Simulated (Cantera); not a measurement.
# Equilibrium for abatement and gas-phase synthesis: SF6 + H2O + O2

Feed: 1 mol SF6, 9.1 mol H2O, 0.16 mol O2, at 120000 Torr.

These are equilibrium values from Cantera (NASA tables, ideal gas, pure condensed phases), not measurements of a reactor. Candidate condensed phases: H2O, H2SO4, S; 43 gas species. The ideal-gas law is rough above about 30 bar. Rates play no part.

From 1850 K to 2825 K nothing is condensed.

```tsv
T (K)	x H2O	x HF	x SO2	x O2	x OH	x H2	x SO3	x O
1850	0.444	0.436	0.0710	0.0471	0.000377	1.37e-5	0.00173	3.31e-6
1925	0.443	0.436	0.0714	0.0472	0.000570	2.58e-5	0.00137	6.32e-6
2000	0.443	0.436	0.0716	0.0472	0.000834	4.65e-5	0.00111	1.15e-5
2075	0.443	0.436	0.0718	0.0473	0.00119	8.02e-5	0.000905	2.00e-5
2150	0.442	0.436	0.0719	0.0472	0.00165	0.000133	0.000751	3.36e-5
2225	0.442	0.436	0.0720	0.0472	0.00224	0.000214	0.000631	5.43e-5
2300	0.441	0.435	0.0721	0.0471	0.00298	0.000334	0.000536	8.52e-5
2375	0.440	0.435	0.0721	0.0469	0.00389	0.000505	0.000460	0.000130
2450	0.439	0.435	0.0721	0.0468	0.00499	0.000746	0.000398	0.000193
2525	0.438	0.435	0.0720	0.0466	0.00631	0.00108	0.000347	0.000279
2600	0.437	0.434	0.0719	0.0464	0.00786	0.00152	0.000305	0.000396
2675	0.435	0.434	0.0717	0.0462	0.00967	0.00210	0.000270	0.000551
2750	0.432	0.433	0.0715	0.0460	0.0118	0.00285	0.000240	0.000753
2825	0.429	0.433	0.0712	0.0458	0.0141	0.00380	0.000215	0.00101
```
x: gas mole fraction; nothing condenses.
